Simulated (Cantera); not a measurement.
A freely propagating, adiabatic, planar premixed flame of 10.7 % CH4, 1.29 % H2, 18.5 % O2, 69.3 % N2, 0.150 % H2O, unburnt at 525 K and 10.0 bar; mixture-averaged transport, grid criteria slope 0.08 and curve 0.16, no radiation.

Cantera simulation using GRI-Mech 3.0 (53 species, 325 reactions); the numbers are that mechanism's predictions, not measurements. Burning velocities carry a grid error of a few per cent, more on coarse grids.

x: mole fraction of selected species; z is measured from the peak of heat release.

```csv
z (mm),T (K),u (m/s),x CH4,x H2,x O2,x CO,x NO,x HCN
-0.233,526,0.373,0.107,0.0141,0.185,1.83e-5,<1e-8,<1e-8
-0.155,535,0.380,0.106,0.0158,0.184,0.000169,1.88e-8,1.89e-8
-0.117,562,0.400,0.104,0.0178,0.182,0.000731,9.14e-8,1.02e-7
-0.0777,703,0.504,0.0948,0.0212,0.170,0.00429,8.72e-7,8.41e-7
-0.0389,1220,0.887,0.0606,0.0258,0.122,0.0212,1.06e-5,5.52e-6
-0.0194,1647,1.21,0.0311,0.0282,0.0753,0.0382,2.45e-5,1.14e-5
0,2027,1.49,0.00694,0.0286,0.0296,0.0528,4.46e-5,2.06e-5
0.0194,2188,1.61,?,0.0267,?,0.0528,?,?
0.0389,2235,1.64,4.41e-5,0.0259,0.00243,0.0484,9.35e-5,1.44e-5
0.0777,2270,1.66,?,0.0261,?,0.0452,0.000108,?
0.155,2294,1.68,<1e-8,0.0263,0.000190,0.0445,0.000115,1.25e-6
0.311,2307,1.68,<1e-8,0.0263,6.23e-5,0.0445,0.000117,2.72e-7
0.622,2311,1.69,<1e-8,0.0262,3.26e-5,0.0445,0.000119,5.69e-8
```

**Question.** Complete the blanks.

**Answer.** 
- 0.0194, x CH4: 0.000607
- 0.0194, x O2: 0.00803
- 0.0194, x NO: 7.30e-5
- 0.0194, x HCN: 2.30e-5
- 0.0777, x CH4: 6.85e-7
- 0.0777, x O2: 0.000606
- 0.0777, x HCN: 4.99e-6
